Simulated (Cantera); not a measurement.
A perfectly stirred reactor is fed with CH₄ : CO₂ : H₂ = 1 : 0.52 : 0.55 (molar parts), at 1280 Torr; it is held at 1675 K, and followed from long to short residence time.

Computed with Cantera and GRI-Mech 3.0 (53 species, 325 reactions). GRI-Mech 3.0 stops at C3 and has no aromatics, soot or wall deposition, so with more carbon than oxygen in the feed, carbon stays in small species such as C2H2 where larger ones or solid carbon would form.

Question: Predict: x(CH₄) at τ = 22.0 s; x(CO₂) at τ = 22.0 s; x(H₂) at τ = 22.0 s; x(CH₂) at τ = 22.0 s; x(CH₄) at τ = 0.130 s; x(CO₂) at τ = 0.130 s; x(H₂) at τ = 0.130 s; x(CH₂) at τ = 0.130 s.

Answer: 
```json
{
 "x(CH₄) at τ = 22.0 s": "0.0316",
 "x(CO₂) at τ = 22.0 s": "0.00167",
 "x(H₂) at τ = 22.0 s": "0.606",
 "x(CH₂) at τ = 22.0 s": "9.41e-9",
 "x(CH₄) at τ = 0.130 s": "0.108",
 "x(CO₂) at τ = 0.130 s": "0.0400",
 "x(H₂) at τ = 0.130 s": "0.448",
 "x(CH₂) at τ = 0.130 s": "4.72e-8"
}
```
